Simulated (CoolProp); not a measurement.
Saturation properties of chloromethane (R40) (Tc = 418.6 K, pc = 6.929 MPa, ω = 0.150).

Computed with CoolProp (reference Helmholtz-energy equation of state, Thol 2014).

```tsv
T (K)	p (MPa)	liquid density (kg/m³)	vapour density (kg/m³)	enthalpy of vaporisation (kJ/kg)	liquid cp (kJ/(kg K))
328	1.264	847.1	28.50	333.7	1.727
338.5	1.609	822.0	36.49	317.5	1.783
348.9	2.014	795.3	46.23	300.0	1.856
359.4	2.494	766.3	58.38	280.6	1.957
369.9	3.053	734.2	73.57	258.8	2.101
380.3	3.692	698.4	92.69	234.1	2.323
390.8	4.432	655.7	118.1	204.6	2.727
401.3	5.278	601.0	153.6	167.2	3.686
411.7	6.231	515.2	211.8	111.5	8.280
```

It boils at 249.2 K under 1 atm.
